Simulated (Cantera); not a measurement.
Input: 1 mol Ca(OH)₂, 3.8 mol H₂, 0.64 mol H₂O, held at 1325 K and 14.0 mbar.

Cantera equilibrium calculation (NASA polynomials, part measured and part estimated; ideal gas, pure solids and liquids). Candidate condensed phases: Ca, CaO, Ca(OH)₂, H₂O; 14 gas species. Rates play no part.

Base state: H₂ 0.699, H₂O 0.301, H 1.16e-5 (mole fractions); condensed: CaO(s).

Q: What changes in the equilibrium state with this change: Ca(OH)₂ replaced by LiOH?

A: 
| species | before | after |
|---|---|---|
| H₂ | 0.699 | 0.762 |
| H₂O | 0.301 | 0.219 |
| LiOH | 0 | 0.0185 |
| Li | 0 | 0.000155 |
| Li₂(OH)₂ | 0 | 8.20e-5 |
| H | 1.16e-5 | 1.21e-5 |
| CaO(s), mol | 1.00 | 0 |
| Li₂O(s), mol | 0 | 0.453 |
Further candidate phases: Li, LiH, LiOH, Li₂O.
